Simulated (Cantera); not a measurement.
A freely propagating, adiabatic, planar premixed flame of H2 : O2 : N2 = 1 : 0.92 : 2.69 (molar parts), equivalence ratio 0.54, unburnt at 400 K and 10.0 bar; mixture-averaged transport, grid criteria slope 0.08 and curve 0.16, no radiation.

Model: the H2/O2 subset of GRI-Mech 3.0, which has no nitrogen chemistry, integrated in Cantera. The hydrogen kinetics of GRI-Mech 3.0 are dated; newer H2 mechanisms differ, most at raised pressure. Burning velocities carry a grid error of a few per cent, more on coarse grids. Lean hydrogen flames are cellular in practice and burn faster than this planar one.

x: mole fraction of selected species; z is measured from the peak of heat release.

```csv
z (mm),T (K),u (m/s),x H2,x O2,x OH,x H2O,x H2O2,x HO2
-0.126,401,0.602,0.212,0.201,<1e-8,4.90e-5,1.22e-7,7.40e-8
-0.0839,407,0.602,0.199,0.204,<1e-8,0.000577,1.81e-6,1.09e-6
-0.0629,424,0.617,0.182,0.207,<1e-8,0.00272,1.01e-5,6.36e-6
-0.0419,504,0.709,0.147,0.211,<1e-8,0.0150,6.85e-5,5.22e-5
-0.0210,855,1.16,0.0870,0.196,(withheld),0.0708,0.000346,0.000553
-0.0105,1216,1.63,0.0536,0.170,(withheld),0.124,0.000322,0.000906
0,1569,2.11,0.0253,0.139,(withheld),0.179,1.86e-5,0.000526
0.0105,1776,2.39,0.00998,0.119,(withheld),0.210,4.77e-6,0.000232
0.0210,1873,2.52,0.00421,0.111,(withheld),0.223,3.12e-6,0.000112
0.0419,1943,2.61,0.00120,0.108,(withheld),0.230,1.69e-6,3.72e-5
0.0839,1971,2.65,0.000270,0.107,(withheld),0.233,7.81e-7,1.04e-5
0.168,1978,2.66,7.82e-5,0.108,(withheld),0.234,4.68e-7,4.92e-6
0.335,1979,2.66,5.73e-5,0.108,(withheld),0.234,4.24e-7,4.34e-6
```

Q: Some entries are withheld; supply them.

A: 
- -0.0210, x OH: 6.45e-6
- -0.0105, x OH: 0.000297
- 0, x OH: 0.00199
- 0.0105, x OH: 0.00436
- 0.0210, x OH: 0.00517
- 0.0419, x OH: 0.00418
- 0.0839, x OH: 0.00242
- 0.168, x OH: 0.00153
- 0.335, x OH: 0.00136
